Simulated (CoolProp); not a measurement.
Vapour pressure (bar) of o-xylene: the reference equation beside estimates from Tc = 630.3 K, pc = 37.37 bar, ω = 0.312. Clausius-Clapeyron is anchored at 515.5 K with a constant enthalpy of vaporisation of 28.63 kJ/mol.

Computed with CoolProp (reference Helmholtz-energy equation of state, Zhou 2012).

| T (K) | reference | Clausius-Clapeyron | van der Waals | Redlich-Kwong | Soave-Redlich-Kwong | Peng-Robinson |
|---|---|---|---|---|---|---|
| 447.9 | 2.126 | 2.843 | 8.089 | 3.708 | 2.128 | 2.119 |
| 464.8 | 3.061 | 3.760 | 9.725 | 5.000 | 3.079 | 3.054 |
| 481.7 | 4.281 | 4.877 | 11.56 | 6.582 | 4.325 | 4.279 |
| 498.6 | 5.840 | 6.214 | 13.60 | 8.484 | 5.924 | 5.850 |
| 515.5 | 7.793 | 7.793 | 15.86 | 10.74 | 7.931 | 7.825 |
| 532.4 | 10.20 | 9.633 | 18.34 | 13.37 | 10.41 | 10.27 |
| 549.3 | 13.13 | 11.75 | 21.05 | 16.41 | 13.42 | 13.24 |
| 566.3 | 16.69 | 14.19 | 24.01 | 19.90 | 17.05 | 16.85 |
| 583.2 | 20.92 | 16.92 | 27.20 | 23.83 | 21.33 | 21.13 |

Absolute difference from the reference over all 9 rows, mean and median: Clausius-Clapeyron 14.1 and 13.9 %, van der Waals 124.3 and 103.5 %, Redlich-Kwong 40.4 and 37.8 %, Soave-Redlich-Kwong 1.5 and 1.8 %, Peng-Robinson 0.5 and 0.4 %.
